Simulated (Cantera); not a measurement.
## Thermodynamics of silicon carbide growth, feed SiF₄ + C₂H₄ + H₂

A closed system holds: 1 mol SiF₄, 0.36 mol C₂H₄, 3.2 mol H₂, equilibrated at 0.100 bar.

Cantera equilibrium calculation (NASA polynomials, part measured and part estimated; ideal gas, pure solids and liquids). Candidate condensed phases: C, C₆H₆, C₇H₈, C₈H₁₈, Si, SiC; 113 gas species. The tables' values for SiF₃ are old estimates; treat these amounts as uncertain. Rates play no part.

From 998 K to 1223 K the condensed part is C(graphite). The main Si-bearing gas is SiF₄ throughout.

```tsv
T (K)	x H₂	x SiF₄	x CH₄	x HF	x SiHF₃	x SiF₃	x SiH₂F₂	n C(graphite)
998	0.789	0.204	0.00607	0.000587	0.000573	1.23e-5	8.53e-7	0.690
1023	0.790	0.203	0.00469	0.000720	0.000697	2.12e-5	1.25e-6	0.697
1048	0.791	0.203	0.00366	0.000877	0.000838	3.53e-5	1.79e-6	0.702
1073	0.792	0.203	0.00288	0.00106	0.000997	5.74e-5	2.52e-6	0.706
1098	0.793	0.202	0.00230	0.00127	0.00117	9.11e-5	3.46e-6	0.709
1123	0.793	0.202	0.00185	0.00152	0.00137	0.000141	4.66e-6	0.711
1148	0.793	0.202	0.00150	0.00180	0.00158	0.000213	6.16e-6	0.713
1173	0.793	0.201	0.00122	0.00213	0.00180	0.000316	7.97e-6	0.714
1198	0.793	0.201	0.00101	0.00252	0.00203	0.000458	1.01e-5	0.715
1223	0.793	0.200	0.000838	0.00296	0.00228	0.000651	1.26e-5	0.716
```
x: gas mole fraction; n: condensed amount in mol.
